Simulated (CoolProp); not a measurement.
A Linde-Hampson liquefier for ethane: isothermal reversible compression at 320 K from 1 atm to 20 MPa, throttling to 1 atm, return gas leaving the recuperator 10 K below the feed. Each further row changes one setting.

Values from CoolProp's reference Helmholtz-energy equation of state, Bücker 2006.

```
case                        liquid yield per pass  compression work (kJ/kg of gas)
--------------------------  ---------------------  -------------------------------
as stated                                   0.451                              366
as stated                                   0.451                              366
high pressure 40 MPa                        0.446                              414
warm-end temperature 350 K                  0.364                              429
warm-end gap 15 K                           0.444                              366
```
